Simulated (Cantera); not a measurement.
What does this Cantera script print?

```python
import numpy as np
import cantera as ct

gas = ct.Solution("gri30.yaml")
gas.TPX = 1725, 6000, {'CH4': 1, 'H2': 45}
reactor = ct.IdealGasConstPressureReactor(gas, energy="off", clone=False)
net = ct.ReactorNet([reactor])
net.rtol, net.atol = 1e-08, 1e-18
show = ['CH4', 'H2', 'CH3', 'C2H4', 'H']
times = np.geomspace(2e-06, 1, 10)

steps = ct.SolutionArray(gas, extra=["t"])
rows = []
print(f"{'t/s':>10s}{'T/K':>9s}{'P/Pa':>11s}" + "".join(f"{s:>11s}" for s in show))
for t in times:
    while net.time < t:
        t_next = net.step()
        steps.append(gas.state, t=t_next)
    rows.append([np.interp(t, steps.t, y) for y in (steps.T, steps.P, *steps(*show).X.T)])
    print(f"{t:10.3e}{rows[-1][0]:9.1f}{rows[-1][1]:11.4g}" + "".join(f"{x:11.3e}" for x in rows[-1][2:]))
rate = np.gradient(steps.T, steps.t)
print("integrator steps:", len(steps.t))
if steps.T.max() > steps.T[0] + 200:
    print(f"time of steepest temperature rise: {steps.t[rate.argmax()]:.4e} s")
gas.TPX = 1725, 6000, {'CH4': 1, 'H2': 45}
gas.equilibrate("TP")
print(f"equilibrium (TP): T = {gas.T:.1f} K  " + "  ".join(f"{s} {gas[s].X[0]:.3e}" for s in show))
```

Result:

```
       t/s      T/K       P/Pa        CH4         H2        CH3       C2H4          H
 2.000e-06   1725.0       6000  2.174e-02  9.783e-01  7.216e-08  1.290e-16  8.008e-08
 8.595e-06   1725.0       6000  2.174e-02  9.783e-01  2.738e-07  1.907e-14  3.805e-07
 3.694e-05   1725.0       6000  2.174e-02  9.783e-01  9.719e-07  2.066e-12  1.840e-06
 1.587e-04   1725.0       6000  2.174e-02  9.783e-01  3.848e-06  1.650e-10  8.233e-06
 6.822e-04   1725.0       6000  2.172e-02  9.782e-01  1.618e-05  1.300e-08  3.568e-05
 2.932e-03   1725.0       6000  2.167e-02  9.781e-01  6.809e-05  9.539e-07  1.516e-04
 1.260e-02   1725.0       6000  2.136e-02  9.778e-01  2.298e-04  2.220e-05  5.200e-04
 5.415e-02   1725.0       6000  1.959e-02  9.785e-01  2.810e-04  3.170e-05  6.942e-04
 2.327e-01   1725.0       6000  1.422e-02  9.813e-01  2.082e-04  2.431e-05  7.101e-04
 1.000e+00   1725.0       6000  6.368e-03  9.853e-01  9.634e-05  2.090e-05  7.366e-04
integrator steps: 546
equilibrium (TP): T = 1725.0 K  CH4 6.178e-04  H2 9.883e-01  CH3 9.607e-06  C2H4 2.439e-05  H 7.591e-04
```

Detailed kinetics in Cantera: GRI-Mech 3.0 (53 species, 325 reactions). GRI-Mech 3.0 stops at C3 and has no aromatics, soot or wall deposition, so with more carbon than oxygen in the feed, carbon stays in small species such as C2H2 where larger ones or solid carbon would form.
